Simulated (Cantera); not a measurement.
# Thermodynamics of aluminium and copper etching, feed Cu + F₂ + N₂

Charge: 1 mol Cu, 2.3 mol F₂, 0.18 mol N₂, at 750 Torr.

These are equilibrium values from Cantera (NASA tables, ideal gas, pure condensed phases), not measurements of a reactor. Candidate condensed phases: Cu, CuF₂; 11 gas species. The numbers say what is thermodynamically allowed, not how fast it happens.

| T (°C) | log p F₂ | log p NF₃ | log p F | log p N₂ | log p CuF₂ | log p NF₂ | n CuF₂(s) |
|---|---|---|---|---|---|---|---|
| 252 | -0.17 | -0.49 | -4.94 | <-12 | <-12 | <-12 | 1.00 |
| 302 | -0.17 | -0.49 | -4.24 | -9.81 | <-12 | -10.78 | 1.00 |
| 352 | -0.17 | -0.49 | -3.65 | -7.89 | <-12 | -9.58 | 1.00 |
| 402 | -0.17 | -0.49 | -3.15 | -6.26 | -11.43 | -8.55 | 1.00 |
| 452 | -0.17 | -0.49 | -2.72 | -4.86 | -10.03 | -7.67 | 1.00 |
| 502 | -0.17 | -0.49 | -2.34 | -3.64 | -8.81 | -6.90 | 1.00 |
| 552 | -0.17 | -0.50 | -2.00 | -2.59 | -7.76 | -6.24 | 1.00 |
| 602 | -0.16 | -0.56 | -1.70 | -1.79 | -6.82 | -5.70 | 1.00 |
| 652 | -0.14 | -0.72 | -1.43 | -1.33 | -6.00 | -5.34 | 1.000 |
| 702 | -0.13 | -0.96 | -1.18 | -1.12 | -5.26 | -5.12 | 1.000 |
| 752 | -0.13 | -1.26 | -0.97 | -1.03 | -4.60 | -4.99 | 1.000 |
| 802 | -0.15 | -1.58 | -0.78 | -0.99 | -4.00 | -4.91 | 1.000 |
log p: log10 of the partial pressure in bar; n: condensed amount in mol.

From 252 °C to 802 °C the condensed part is CuF₂(s).
